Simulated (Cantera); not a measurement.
Charge: 1 mol SiH4, 0.092 mol HCl, 4 mol N2, held at 40.0 mbar.

Method: chemical equilibrium by Gibbs-energy minimisation in Cantera with the NASA 1993 tables (ideal gas, pure condensed phases). Candidate condensed phases: NH4Cl, Si, Si3N4; 28 gas species. N2 is the only nitrogen source here; it is nearly inert below about 1500 K, so the nitride shown seldom forms there in practice. Kinetics and transport are ignored.

Over these rows the condensed part is Si3N4(s). Partial pressures as log10 of bar:

```csv
T (K),1000/T (1/K),log p SiCl2,log p N2,log p H2,log p HCl
1198,0.8347,-8.11,-1.61,-1.83,-3.17
1248,0.8013,?,-1.61,-1.83,-3.17
1298,0.7704,-7.23,-1.61,-1.83,-3.17
1348,0.7418,-6.83,-1.61,-1.83,-3.17
1398,0.7153,-6.47,-1.61,-1.83,-3.17
1448,0.6906,-6.14,-1.61,-1.83,-3.17
```

Question: Fit log p(SiCl2) = a + b·(1000/T) to the five rows, give the apparent enthalpy, and predict the row at 1248 K.

Answer: Means: 1000/T = 0.7506, log p = -6.956. Sxy = -0.169701, Sxx = 0.0123884, so b = -13.70 and a = -6.956 − (-13.70)×0.7506 = 3.33.
Apparent enthalpy: −19.145 × (-13.70) = 262 kJ/mol. With the condensed phases at unit activity, 1/3 Si3N4(s) + 2 HCl(g) = SiCl2(g) + 2/3 N2(g) + H2(g) links this pressure to the main gases: over the six rows their terms move log p by +0.00 in all, so the slope is close to that reaction's ΔH°. The five rows lie within 0.01 of the line.
Prediction at 1248 K: 3.33 + (-13.70)×0.8013 = -7.65. The computed value is -7.65, 0.00 from the line.
